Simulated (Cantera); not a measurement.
What does this Cantera script print?

```python
import numpy as np
import cantera as ct

surf = ct.Interface("ptcombust.yaml", "Pt_surf")
gas = surf.adjacent["gas"]
gas.TPX = 300, 16000, {'CH4': 0.083, 'O2': 0.17, 'N2': 0.79}
jet = ct.ImpingingJet(gas=gas, width=0.044, surface=surf)
jet.inlet.mdot, jet.inlet.T, jet.inlet.X = 0.081, 300, {'CH4': 0.083, 'O2': 0.17, 'N2': 0.79}
jet.set_refine_criteria(ratio=10, slope=0.2, curve=0.3)
show, cover = ['CH4', 'O2', 'H2O', 'OH', 'CO', 'CO2'], ["PT(S)", "H(S)", "O(S)", "OH(S)", "CO(S)", "C(S)"]

rows = []
print(f"{'Ts/K':>7s}" + "".join(f"{s:>11s}" for s in show + cover) + "   (gas at the wall, coverages)")
for i, Ts in enumerate([900, 950, 1000, 1050, 1100]):
    jet.surface.T = Ts
    if i == 0:
        surf.TP = Ts, 16000
        surf.coverages = "PT(S):0.5, O(S):0.5"
        surf.advance_coverages(1.0)
        jet.set_initial_guess(products="inlet")
    jet.solve(loglevel=0, auto=(i == 0))
    rows.append([*(jet.X[gas.species_index(s), -1] for s in show), *surf[cover].coverages])
    print(f"{Ts:7g}" + "".join(f"{x:11.3e}" for x in rows[-1]))
```

Result:

```
   Ts/K        CH4         O2        H2O         OH         CO        CO2      PT(S)       H(S)       O(S)      OH(S)      CO(S)       C(S)   (gas at the wall, coverages)
    900  4.998e-02  9.907e-02  5.583e-02  3.605e-08  1.824e-05  3.678e-02  1.842e-01  1.350e-07  8.133e-01  2.434e-03  3.365e-05  1.197e-07
    950  3.261e-02  6.215e-02  8.796e-02  1.161e-07  1.751e-05  5.833e-02  2.746e-01  4.357e-07  7.225e-01  2.868e-03  2.879e-05  1.378e-07
   1000  2.000e-02  3.560e-02  1.110e-01  3.041e-07  1.586e-05  7.394e-02  3.813e-01  1.124e-06  6.158e-01  2.915e-03  2.211e-05  1.382e-07
   1050  1.268e-02  2.028e-02  1.241e-01  6.830e-07  1.500e-05  8.296e-02  4.947e-01  2.460e-06  5.026e-01  2.684e-03  1.673e-05  1.331e-07
   1100  8.525e-03  1.165e-02  1.315e-01  1.349e-06  1.553e-05  8.803e-02  6.107e-01  4.905e-06  3.869e-01  2.311e-03  1.341e-05  1.329e-07
```

Detailed kinetics in Cantera: Deutschmann's 1995 Pt surface mechanism with GRI-Mech 3.0 gas chemistry. Catalytic surfaces can have several steady states; this one follows from the mechanism file's or the stated starting coverage.
